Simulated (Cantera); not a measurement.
**Carbothermic reduction: Fe₃O₄ + CH₄ + H₂**

Charge: 1 mol Fe₃O₄, 3.2 mol CH₄, 0.31 mol H₂, equilibrated at 1.00 bar.

Cantera equilibrium calculation (NASA polynomials, part measured and part estimated; ideal gas, pure solids and liquids). Candidate condensed phases: C, C₆H₆, C₇H₈, C₈H₁₈, Fe, Fe(CO)₅, FeO, Fe(OH)₂, Fe(OH)₃, Fe₂O₃, Fe₃O₄, H₂O; 114 gas species. Equilibrium is a limit: real reactors are often held back by kinetics, nucleation or transport.

From 1302 °C to 1352 °C the condensed part is Fe(γ). From 1402 °C to 1502 °C the condensed part is Fe(δ). From 1552 °C to 1602 °C the condensed part is Fe(l). The main Fe-bearing gas is Fe throughout.

```json
[
 {"T (°C)": "1302", "x H₂": "0.608", "x CO": "0.311", "x H₂O": "0.0686", "x CO₂": "0.0121", "x H": "3.24e-5", "x Fe": "6.83e-7", "x OH": "1.33e-7", "n Fe(γ)": "3.00", "n Fe(δ)": "0", "n Fe(l)": "0"},
 {"T (°C)": "1352", "x H₂": "0.608", "x CO": "0.311", "x H₂O": "0.0693", "x CO₂": "0.0114", "x H": "5.50e-5", "x Fe": "1.73e-6", "x OH": "2.64e-7", "n Fe(γ)": "3.00", "n Fe(δ)": "0", "n Fe(l)": "0"},
 {"T (°C)": "1402", "x H₂": "0.607", "x CO": "0.312", "x H₂O": "0.0699", "x CO₂": "0.0108", "x H": "9.05e-5", "x Fe": "4.15e-6", "x OH": "5.04e-7", "n Fe(γ)": "0", "n Fe(δ)": "3.00", "n Fe(l)": "0"},
 {"T (°C)": "1452", "x H₂": "0.607", "x CO": "0.313", "x H₂O": "0.0704", "x CO₂": "0.0103", "x H": "0.000145", "x Fe": "9.42e-6", "x OH": "9.25e-7", "n Fe(γ)": "0", "n Fe(δ)": "3.00", "n Fe(l)": "0"},
 {"T (°C)": "1502", "x H₂": "0.606", "x CO": "0.313", "x H₂O": "0.0709", "x CO₂": "0.00984", "x H": "0.000225", "x Fe": "2.04e-5", "x OH": "1.64e-6", "n Fe(γ)": "0", "n Fe(δ)": "3.00", "n Fe(l)": "0"},
 {"T (°C)": "1552", "x H₂": "0.605", "x CO": "0.313", "x H₂O": "0.0713", "x CO₂": "0.00942", "x H": "0.000343", "x Fe": "4.18e-5", "x OH": "2.82e-6", "n Fe(γ)": "0", "n Fe(δ)": "0", "n Fe(l)": "3.00"},
 {"T (°C)": "1602", "x H₂": "0.605", "x CO": "0.314", "x H₂O": "0.0717", "x CO₂": "0.00903", "x H": "0.000510", "x Fe": "8.11e-5", "x OH": "4.71e-6", "n Fe(γ)": "0", "n Fe(δ)": "0", "n Fe(l)": "3.00"}
]
```
x: gas mole fraction; n: condensed amount in mol.
